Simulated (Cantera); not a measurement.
Charge: 1 mol Fe2O3, 5.3 mol CH4, 0.13 mol H2, held at 1675 °C and 110000 Pa.

Equilibrium computed with Cantera from the NASA thermochemical tables; the gas is ideal and each condensed phase is pure. Candidate condensed phases: C, C6H6, C7H8, C8H18, Fe, Fe(CO)5, FeO, Fe(OH)2, Fe(OH)3, Fe2O3, Fe3O4, H2O; 114 gas species. Iron dissolves carbon and melts from about 1420 K in contact with it, which pure phases cannot show. Condensed phases not in the tables: cementite and carbon dissolved in iron. Kinetics and transport are ignored.

Base state: H2 0.780, CO 0.218, H 0.000952, C2H2 (acetylene) 0.000421, CH4 0.000327, Fe 0.000182, H2O 2.71e-5 (mole fractions); condensed: C(graphite) + Fe(l).

**Question.** What changes in the equilibrium state with this change: temperature from 1675 °C to 677 °C?

**Answer.** 
| species | before | after |
|---|---|---|
| H2 | 0.780 | 0.680 |
| CO | 0.218 | 0.122 |
| CH4 | 0.000327 | 0.0853 |
| H2O | 2.71e-5 | 0.0852 |
| CO2 | 1.73e-6 | 0.0273 |
| Fe | 0.000182 | <1e-9 |
| H | 0.000952 | <1e-9 |
| C2H2 (acetylene) | 0.000421 | <1e-9 |
| C(graphite), mol | 2.28 | 2.61 |
| Fe(l), mol | 2.00 | 0 |
| Fe(α), mol | 0 | 2.00 |
